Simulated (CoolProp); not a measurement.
Ethylene at several states: fugacity coefficient from the reference equation and from simpler models built on Tc = 9.2 °C, pc = 5.042 MPa, ω = 0.087; each cubic takes its own stable root.

The numbers come from the reference Helmholtz-energy equation of state, Smukala 2000 in CoolProp.

| T (°C) | p (MPa) | phase | reference | Redlich-Kwong | Soave-Redlich-Kwong |
|---|---|---|---|---|---|
| -80.15 | 19.4 | liquid | 0.02984 | 0.03253 | 0.03058 |
| -117.25 | 0.0343 | gas | 0.9859 | 0.9882 | 0.9883 |
| 119.95 | 0.0373 | gas | 0.9991 | 0.9991 | 0.9992 |
| -114.15 | 4.97 | liquid | 0.01239 | 0.01222 | 0.01235 |
| 157.45 | 2.12 | gas | 0.9661 | 0.9624 | 0.9683 |
